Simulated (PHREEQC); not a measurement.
Consider water at 25 °C with 85 mmol/kgw HF, 32 mmol/kgw H2SiF6, 170 mmol/kgw HBF4 and 52 mmol/kgw HCl. Closed to the air; pH follows from the charge balance.

Computed with PHREEQC (ion-association model, wateq4f.dat).

| Quantity | Value |
|---|---|
| pH | 0.65 |
| ionic strength | 0.318 mol/kgw |
| activity of water | 0.990 |
| total alkalinity | -1010 meq/kg |

```tsv
species	molality	activity	log γ
H+	0.286	0.223	-0.108
BF4-	0.169	0.107	-0.197
HF	0.0632	0.0680	0.032
Cl-	0.0520	0.0352	-0.170
SiF6-2	0.0320	0.00809	-0.597
H2F2	0.0112	0.0120	0.032
BF3OH-	0.000906	0.000576	-0.197
F-	0.000303	0.000203	-0.175
HF2-	7.91e-5	5.30e-5	-0.175
```

This is a speciation only: nothing precipitates in the calculation. SiF6-2 is the database's only silicon fluoride. Real BF4- forms and hydrolyses slowly; the run takes it at equilibrium.
